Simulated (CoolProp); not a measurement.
Vapour pressure (MPa) of CF4 (R14): the reference equation beside estimates from Tc = 227.4 K, pc = 3.762 MPa, ω = 0.178. Clausius-Clapeyron is anchored at 157 K with a constant enthalpy of vaporisation of 11.23 kJ/mol.

Model: reference Helmholtz-energy equation of state, Platzer 1990, in CoolProp. This equation is an older, rougher fit; its heat capacities, sound speeds and derivatives of the liquid may be far off and weren't checked against measurements.

```json
[
 {"T (K)": "147.6", "reference": "0.1204", "Lee-Kesler": "0.1204", "Clausius-Clapeyron": "…", "Soave-Redlich-Kwong": "0.1205"},
 {"T (K)": "157", "reference": "0.2180", "Lee-Kesler": "0.2195", "Clausius-Clapeyron": "0.2180", "Soave-Redlich-Kwong": "0.2195"},
 {"T (K)": "166.4", "reference": "0.3669", "Lee-Kesler": "0.3709", "Clausius-Clapeyron": "0.3544", "Soave-Redlich-Kwong": "0.3711"},
 {"T (K)": "175.7", "reference": "0.5789", "Lee-Kesler": "0.5859", "Clausius-Clapeyron": "0.5445", "Soave-Redlich-Kwong": "0.5878"},
 {"T (K)": "185.1", "reference": "0.8743", "Lee-Kesler": "0.8843", "Clausius-Clapeyron": "0.8045", "Soave-Redlich-Kwong": "0.8904"},
 {"T (K)": "194.4", "reference": "1.264", "Lee-Kesler": "1.276", "Clausius-Clapeyron": "1.140", "Soave-Redlich-Kwong": "1.289"},
 {"T (K)": "203.8", "reference": "…", "Lee-Kesler": "…", "Clausius-Clapeyron": "…", "Soave-Redlich-Kwong": "1.810"},
 {"T (K)": "213.1", "reference": "2.418", "Lee-Kesler": "2.431", "Clausius-Clapeyron": "2.098", "Soave-Redlich-Kwong": "…"}
]
```

Some entries are withheld; supply them.


- 147.6, Clausius-Clapeyron: 0.1261
- 203.8, reference: 1.774
- 203.8, Lee-Kesler: 1.787
- 203.8, Clausius-Clapeyron: 1.571
- 213.1, Soave-Redlich-Kwong: 2.460

Absolute difference from the reference over all 8 rows, mean and median: Lee-Kesler 0.8 and 0.8 %, Clausius-Clapeyron 7.1 and 7.0 %, Soave-Redlich-Kwong 1.4 and 1.6 %.
